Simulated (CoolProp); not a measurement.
Values from CoolProp's reference Helmholtz-energy equation of state, Eisenbach 2021.

Problem. For propylene glycol, give the phase and the Z, cv (kJ/(kg K)), Joule-Thomson coefficient (K/MPa), isothermal compressibility (1/MPa) at 301 K and 2760 kPa.

Solution. 
- 301 K and 2760 kPa: liquid; Z 0.0813, cv 2.18, Joule-Thomson coefficient -0.301, isothermal compressibility 0.000487
